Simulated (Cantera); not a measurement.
What does this Cantera script print?

```python
import numpy as np
import cantera as ct

gas = ct.Solution("h2o2.yaml")
gas.TPX = 700, 82000, {'H2': 1, 'O2': 0.179, 'N2': 0.671, 'H2O': 0.25}
flame = ct.FreeFlame(gas, width=0.046)
flame.set_refine_criteria(ratio=3, slope=0.08, curve=0.16)
flame.transport_model = "mixture-averaged"
flame.solve(loglevel=0, auto=True)
flame.transport_model = "multicomponent"
flame.soret_enabled = False
flame.solve(loglevel=0, refine_grid=True)
z, T = flame.grid, flame.T
thick = (T[-1] - T[0]) / np.gradient(T, z).max()
show = ['H2', 'O2', 'H2O', 'H', 'H2O2', 'OH']
print(f"laminar burning velocity  {flame.velocity[0] * 100:.3f} cm/s")
print(f"burnt temperature         {T[-1]:.1f} K")
print(f"thermal thickness         {thick * 1e3:.4f} mm")
print(f"grid points               {len(z)}")
z0 = z[flame.heat_release_rate.argmax()]
print(f"{'z/mm':>9s}{'T/K':>9s}{'u/(m/s)':>9s}" + "".join(f"{s:>11s}" for s in show))
rows = []
for k in (-3, -2, -1.5, -1, -0.5, -0.25, 0, 0.25, 0.5, 1, 2, 4, 8):
    zz = z0 + k * thick
    rows.append([k * thick, np.interp(zz, z, T), np.interp(zz, z, flame.velocity),
                 *(np.interp(zz, z, flame.X[gas.species_index(s)]) for s in show)])
    print(f"{rows[-1][0] * 1e3:9.3f}{rows[-1][1]:9.1f}{rows[-1][2]:9.3f}" + "".join(f"{x:11.3e}" for x in rows[-1][3:]))
```

Output:

```
laminar burning velocity  879.732 cm/s
burnt temperature         1944.3 K
thermal thickness         0.6215 mm
grid points               135
     z/mm      T/K  u/(m/s)         H2         O2        H2O          H       H2O2         OH
   -1.864    700.0    8.797  4.762e-01  8.524e-02  1.190e-01  5.528e-15  8.522e-14  1.208e-17
   -1.243    700.0    8.797  4.762e-01  8.524e-02  1.190e-01  7.565e-12  3.418e-13  1.619e-14
   -0.932    700.0    8.797  4.762e-01  8.524e-02  1.190e-01  2.287e-09  2.110e-11  4.507e-12
   -0.621    700.1    8.798  4.762e-01  8.524e-02  1.191e-01  5.274e-07  3.551e-09  2.104e-09
   -0.311    727.0    9.106  4.730e-01  8.464e-02  1.210e-01  4.371e-04  3.137e-06  4.942e-05
   -0.155    890.7   11.014  4.517e-01  7.837e-02  1.384e-01  6.272e-03  4.311e-06  3.115e-04
    0.000   1187.6   14.371  3.853e-01  5.246e-02  1.970e-01  3.178e-02  1.050e-06  1.017e-03
    0.155   1403.2   16.778  3.171e-01  1.676e-02  2.693e-01  5.816e-02  5.742e-07  1.855e-03
    0.311   1500.7   17.851  2.968e-01  3.505e-03  2.967e-01  6.285e-02  3.740e-07  2.027e-03
    0.621   1588.3   18.783  2.979e-01  3.168e-04  3.047e-01  5.503e-02  2.681e-07  2.132e-03
    1.243   1675.2   19.685  3.059e-01  1.072e-04  3.073e-01  4.264e-02  1.749e-07  2.067e-03
    2.486   1756.8   20.513  3.140e-01  6.048e-05  3.097e-01  3.045e-02  9.632e-08  1.787e-03
    4.972   1823.8   21.181  3.207e-01  2.896e-05  3.119e-01  2.020e-02  4.661e-08  1.367e-03
```

Detailed kinetics in Cantera: the H2/O2 subset of GRI-Mech 3.0, which has no nitrogen chemistry. Burning velocities carry a grid error of a few per cent, more on coarse grids.
